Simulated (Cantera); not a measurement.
Feed: 1 mol FeS₂, 3.7 mol SO₂, 0.69 mol H₂O, equilibrated at 10.0 bar.

These are equilibrium values from Cantera (NASA tables, ideal gas, pure condensed phases), not measurements of a reactor. Candidate condensed phases: Fe, FeO, Fe(OH)₂, Fe(OH)₃, FeS, FeSO₄, FeS₂, Fe₂O₃, Fe₂(SO₄)₃, Fe₃O₄, H₂O, H₂SO₄, S; 22 gas species. FeS: taken at fixed stoichiometry. Gases not in the tables: S₃ to S₇. Equilibrium is a limit: real reactors are often held back by kinetics, nucleation or transport.

### Question
Which condensed phases are stable at each of these points (T (K)): 1148, 1198, 1248, 1298, 1348, 1398, 1448, 1498, 1548, 1598?

### Answer
```tsv
T (K)	condensed phases	Fe condensed (%)
1148	FeS(s)	100.0
1198	FeS(s)	100.0
1248	FeS(s)	100.0
1298	FeS(s)	100.0
1348	FeS(s)	100.0
1398	FeS(s)	100.0
1448	FeS(s)	100.0
1498	FeS(l)	100.0
1548	FeS(l)	100.0
1598	FeS(l)	100.0
```

From 1148 K to 1448 K the condensed part is FeS(s). From 1498 K to 1598 K the condensed part is FeS(l).
